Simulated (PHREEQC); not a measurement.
Consider water at 25 °C with 0.22 mol LiOH per kg of water. Closed to the air; pH follows from the charge balance.

Computed with PHREEQC (Pitzer model, pitzer.dat).

No solid was allowed to form.

Question: Estimate the pH, osmotic coefficient.

Answer: pH 13.16; osmotic coefficient 0.898.
